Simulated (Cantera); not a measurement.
Charge: 1 mol B₂O₃, 0.43 mol H₂O, equilibrated at 2025 K and 13300 Pa.

Equilibrium computed with Cantera from the NASA thermochemical tables; the gas is ideal and each condensed phase is pure. Candidate condensed phases: B, B₂O₃, B₃O₃H₃, H₂O; 23 gas species. Rates play no part.

Base state: HBO₂ 0.512, B₂O₃ 0.406, H₂O 0.0702, BO₂ 0.00574, H₂ 0.00353, OH 0.000651, O₂ 0.000359, H 0.000313 (mole fractions); condensed: B₂O₃(l).

Q: What changes in the equilibrium state with this change: temperature from 2025 K to 1598.15 K?

A: 
```tsv
species	before	after
H₂O	0.0702	0.858
HBO₂	0.512	0.139
B₂O₃	0.406	0.00106
B₂O₂	1.81e-5	<1e-9
BO	0.000196	1.48e-8
B₂O₃(l), mol	0.134	0.967
```
Gases not in the tables: H₃BO₃.

Q: What changes in the equilibrium state with this change: H₂O from 0.43 to 3 mol?

A: 
```tsv
species	before	after
H₂O	0.0702	0.524
HBO₂	0.512	0.420
B₂O₃	0.406	0.0366
B₂O₂	1.81e-5	5.56e-7
O₂	0.000359	0.00309
BO	0.000196	3.44e-5
OH	0.000651	0.00305
B₂O₃(l), mol	0.134	0
```
